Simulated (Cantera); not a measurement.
Feed: 1 mol HF, 0.13 mol O2, 1.8 mol N2, equilibrated at 2750 K and 37.0 Pa.

Method: chemical equilibrium by Gibbs-energy minimisation in Cantera with the NASA 1993 tables (ideal gas, pure condensed phases). Candidate condensed phases: H2O; 40 gas species. The numbers say what is thermodynamically allowed, not how fast it happens.

Base state: N2 0.531, HF 0.197, F 0.0983, H 0.0960, O 0.0722, NO 0.00192, O2 0.000975, OH 0.000865 (mole fractions); condensed: gas only.

### Question
What changes in the equilibrium state with this change: O2 from 0.13 to 0.81 mol?

### Answer
| species | before | after |
|---|---|---|
| N2 | 0.531 | 0.380 |
| O | 0.0722 | 0.302 |
| HF | 0.197 | 0.132 |
| O2 | 0.000975 | 0.0170 |
| H | 0.0960 | 0.0774 |
| F | 0.0983 | 0.0814 |
| NO | 0.00192 | 0.00678 |
| OH | 0.000865 | 0.00292 |
